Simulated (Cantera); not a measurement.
# Catalytic stagnation flow on Pt

A jet of 4.01 % H₂, 12.7 % O₂, 83.3 % N₂ at 300 K and 82.5 Torr hits a platinum plate 6.5 cm away at a mass flux of 0.045 kg/m²/s; the plate temperature is set and raised in steps from an oxygen-covered start.

Detailed kinetics in Cantera: Deutschmann's 1995 Pt surface mechanism with GRI-Mech 3.0 gas chemistry. Catalytic surfaces can have several steady states; this one follows from the mechanism file's or the stated starting coverage.

```json
[
 {"plate T (K)": "600", "wall x H₂": "0.00272", "wall x O₂": "0.0864", "wall x H₂O": "0.0727", "wall x OH": "<1e-8", "θ free Pt": "0.0517", "θ O*": "0.940", "θ OH*": "0.00856"},
 {"plate T (K)": "650", "wall x H₂": "0.00270", "wall x O₂": "0.0866", "wall x H₂O": "0.0722", "wall x OH": "<1e-8", "θ free Pt": "0.0544", "θ O*": "0.940", "θ OH*": "0.00574"},
 {"plate T (K)": "700", "wall x H₂": "0.00260", "wall x O₂": "0.0866", "wall x H₂O": "0.0719", "wall x OH": "<1e-8", "θ free Pt": "0.0591", "θ O*": "0.937", "θ OH*": "0.00412"},
 {"plate T (K)": "750", "wall x H₂": "0.00222", "wall x O₂": "0.0864", "wall x H₂O": "0.0722", "wall x OH": "<1e-8", "θ free Pt": "0.0725", "θ O*": "0.924", "θ OH*": "0.00329"},
 {"plate T (K)": "800", "wall x H₂": "0.00167", "wall x O₂": "0.0859", "wall x H₂O": "0.0728", "wall x OH": "<1e-8", "θ free Pt": "0.102", "θ O*": "0.895", "θ OH*": "0.00291"},
 {"plate T (K)": "850", "wall x H₂": "0.00120", "wall x O₂": "0.0856", "wall x H₂O": "0.0734", "wall x OH": "1.65e-8", "θ free Pt": "0.148", "θ O*": "0.849", "θ OH*": "0.00266"}
]
```
x: mole fraction at the wall; θ: surface coverage.
